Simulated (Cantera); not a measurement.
## CH2F2 + F2 (fluorocarbon and chlorocarbon gases)

Input: 1 mol CH2F2, 2.1 mol F2.

Method: chemical equilibrium by Gibbs-energy minimisation in Cantera with the NASA 1993 tables (ideal gas, pure condensed phases). Candidate condensed phases: C, C6H6, C7H8, C8H18; 95 gas species. Equilibrium is a limit: real reactors are often held back by kinetics, nucleation or transport.

Map the stable condensed phases over T = 948, 1148, 1348, 1548, 1748, 1948, 2148, 2348, 2548, 2748, 2948, 3148, 3348, 3548 K and P in Pa = 1, 3.6, 13, 46, 170, 600, 2200, 7700, 28000, 100000.


```
T in K \ P in Pa
              1    3.6     13     46    170    600   2200   7700  28000 100000
   3548       A      A      A      A      A      A      A      A      A      A
   3348       A      A      A      A      A      A      A      A      A      A
   3148       A      A      A      A      A      A      A      A      A      A
   2948       A      A      A      A      A      A      B      A      A      A
   2748       A      A      A      A      B      B      B      A      A      A
   2548       A      B      B      B      B      B      A      A      A      A
   2348       B      B      B      B      B      A      A      A      A      A
   2148       B      B      B      B      A      A      A      A      A      A
   1948       B      B      A      A      A      A      A      A      A      A
   1748       A      A      A      A      A      A      A      A      A      A
   1548       A      A      A      A      A      A      A      A      A      A
   1348       A      A      A      A      A      A      A      A      A      A
   1148       A      A      A      A      A      A      A      A      A      A
    948       A      A      A      A      A      A      A      A      A      A
```
A: gas only; B: C.
